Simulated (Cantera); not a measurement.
## Chemical vapour transport: MgO + Cl2 + O2 + H2O

Feed: 1 mol MgO, 0.2 mol Cl2, 0.076 mol O2, 0.38 mol H2O, equilibrated at 7.90 bar.

Cantera equilibrium calculation (NASA polynomials, part measured and part estimated; ideal gas, pure solids and liquids). Candidate condensed phases: H2O, Mg, MgCl2, MgO, Mg(OH)2; 22 gas species. Kinetics and transport are ignored.

From 925 °C to 1450 °C the condensed part is MgO(s). The main Mg-bearing gas is MgCl2 throughout.

| T (°C) | x HCl | x H2O | x O2 | x Cl2 | x MgCl2 | x Cl | x OH | n MgO(s) |
|---|---|---|---|---|---|---|---|---|
| 925 | 0.407 | 0.316 | 0.206 | 0.0697 | 0.000171 | 0.000435 | 3.08e-6 | 1.000 |
| 1000 | 0.428 | 0.303 | 0.211 | 0.0571 | 0.000457 | 0.000825 | 7.92e-6 | 1.000 |
| 1075 | 0.444 | 0.292 | 0.214 | 0.0469 | 0.00107 | 0.00145 | 1.84e-5 | 0.999 |
| 1150 | 0.455 | 0.285 | 0.217 | 0.0385 | 0.00223 | 0.00236 | 3.92e-5 | 0.998 |
| 1225 | 0.462 | 0.279 | 0.219 | 0.0315 | 0.00423 | 0.00364 | 7.75e-5 | 0.997 |
| 1300 | 0.464 | 0.276 | 0.221 | 0.0256 | 0.00733 | 0.00532 | 0.000144 | 0.995 |
| 1375 | 0.461 | 0.276 | 0.222 | 0.0206 | 0.0117 | 0.00741 | 0.000254 | 0.991 |
| 1450 | 0.454 | 0.278 | 0.223 | 0.0165 | 0.0174 | 0.00988 | 0.000428 | 0.987 |
x: gas mole fraction; n: condensed amount in mol.
